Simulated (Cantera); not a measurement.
Input (Python, Cantera) and output of one run.

```python
import numpy as np
import cantera as ct

gas_names = """
    B BH BH2 BH3 BN B2 H H2 N NH NH2 NH3 N2 N2H2 N2H4
""".split()
cond_names = """
    B(b) B(L) BN(s)
""".split()


# ... load() reads the species with a 1 bar reference pressure and builds the phases ...
atoms = {
    'B': {'B': 1},
    'H2': {'H': 2},
    'N2': {'N': 2},
}
top_T = {'BN(s)': 3200}  # K; cautious upper limits of use, not melting points


# ... equilibrate(T, P, feed) seeds the gas with the atoms and calls Mixture.equilibrate('TP', solver="vcs", rtol=1e-11, max_steps=5000) ...
results = []
feed = {'B': 1, 'H2': 37, 'N2': 0.28}  # mol
for P in [10, 32, 100, 320, 1000, 3200, 10000, 32000, 100000]:
    for T in [1300, 1400, 1500, 1600, 1700, 1800, 1900, 2000, 2100]:
        mix = equilibrate(T, P, feed)
        results.append((T, P, feed, dict(zip(mix.species_names, mix.species_moles))))

for T, P, feed, n in results:
    print(f"{T:7g} {P:10.4g}  " + (" + ".join(c for c in cond_names if n.get(c, 0) > 1e-12) or "gas only"))
```

It prints:

```
   1300         10  B(b) + BN(s)
   1400         10  B(b) + BN(s)
   1500         10  B(b) + BN(s)
   1600         10  B(b) + BN(s)
   1700         10  B(b) + BN(s)
   1800         10  B(b)
   1900         10  B(b)
   2000         10  B(b)
   2100         10  B(b)
   1300         32  B(b) + BN(s)
   1400         32  B(b) + BN(s)
   1500         32  B(b) + BN(s)
   1600         32  B(b) + BN(s)
   1700         32  B(b) + BN(s)
   1800         32  B(b)
   1900         32  B(b)
   2000         32  B(b)
   2100         32  B(b)
   1300        100  B(b) + BN(s)
   1400        100  B(b) + BN(s)
   1500        100  B(b) + BN(s)
   1600        100  B(b) + BN(s)
   1700        100  B(b) + BN(s)
   1800        100  B(b) + BN(s)
   1900        100  B(b)
   2000        100  B(b)
   2100        100  B(b)
   1300        320  B(b) + BN(s)
   1400        320  B(b) + BN(s)
   1500        320  B(b) + BN(s)
   1600        320  B(b) + BN(s)
   1700        320  B(b) + BN(s)
   1800        320  B(b) + BN(s)
   1900        320  B(b)
   2000        320  B(b)
   2100        320  B(b)
   1300       1000  B(b) + BN(s)
   1400       1000  B(b) + BN(s)
   1500       1000  B(b) + BN(s)
   1600       1000  B(b) + BN(s)
   1700       1000  B(b) + BN(s)
   1800       1000  B(b) + BN(s)
   1900       1000  B(b) + BN(s)
   2000       1000  B(b)
   2100       1000  B(b)
   1300       3200  B(b) + BN(s)
   1400       3200  B(b) + BN(s)
   1500       3200  B(b) + BN(s)
   1600       3200  B(b) + BN(s)
   1700       3200  B(b) + BN(s)
   1800       3200  B(b) + BN(s)
   1900       3200  B(b) + BN(s)
   2000       3200  B(b) + BN(s)
   2100       3200  B(b)
   1300      1e+04  B(b) + BN(s)
   1400      1e+04  B(b) + BN(s)
   1500      1e+04  B(b) + BN(s)
   1600      1e+04  B(b) + BN(s)
   1700      1e+04  B(b) + BN(s)
   1800      1e+04  B(b) + BN(s)
   1900      1e+04  B(b) + BN(s)
   2000      1e+04  B(b) + BN(s)
   2100      1e+04  B(b) + BN(s)
   1300    3.2e+04  B(b) + BN(s)
   1400    3.2e+04  B(b) + BN(s)
   1500    3.2e+04  B(b) + BN(s)
   1600    3.2e+04  B(b) + BN(s)
   1700    3.2e+04  B(b) + BN(s)
   1800    3.2e+04  B(b) + BN(s)
   1900    3.2e+04  B(b) + BN(s)
   2000    3.2e+04  B(b) + BN(s)
   2100    3.2e+04  B(b) + BN(s)
   1300      1e+05  B(b) + BN(s)
   1400      1e+05  B(b) + BN(s)
   1500      1e+05  B(b) + BN(s)
   1600      1e+05  B(b) + BN(s)
   1700      1e+05  B(b) + BN(s)
   1800      1e+05  B(b) + BN(s)
   1900      1e+05  B(b) + BN(s)
   2000      1e+05  B(b) + BN(s)
   2100      1e+05  B(b) + BN(s)
```

Equilibrium computed with Cantera from the NASA thermochemical tables; the gas is ideal and each condensed phase is pure. N2 is the only nitrogen source here; it is nearly inert below about 1500 K, so the nitride shown seldom forms there in practice. Mutual solubility and eutectic melting of coexisting phases are not modelled.
